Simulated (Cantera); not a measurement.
Charge: 1 mol Al, a varied amount of HCl, 0.4 mol H₂, at 850 °C and 10.0 mbar.

Equilibrium computed with Cantera from the NASA thermochemical tables; the gas is ideal and each condensed phase is pure. Candidate condensed phases: Al, AlCl₃; 12 gas species. Rates play no part.

Task: What share of the Al ends up in condensed phases as a function of n(HCl) (mol), at 0.019, 0.026, 0.036, 0.05, 0.069, 0.096, 0.13, 0.19, 0.26, 0.36, 0.5?

Result: 
| n(HCl) (mol) | Al condensed (%) | as |
|---|---|---|
| 0.019 | 98.1 | Al(l) |
| 0.026 | 97.5 | Al(l) |
| 0.036 | 96.6 | Al(l) |
| 0.05 | 95.4 | Al(l) |
| 0.069 | 93.9 | Al(l) |
| 0.096 | 91.8 | Al(l) |
| 0.13 | 89.3 | Al(l) |
| 0.19 | 85.2 | Al(l) |
| 0.26 | 80.6 | Al(l) |
| 0.36 | 74.2 | Al(l) |
| 0.5 | 65.4 | Al(l) |
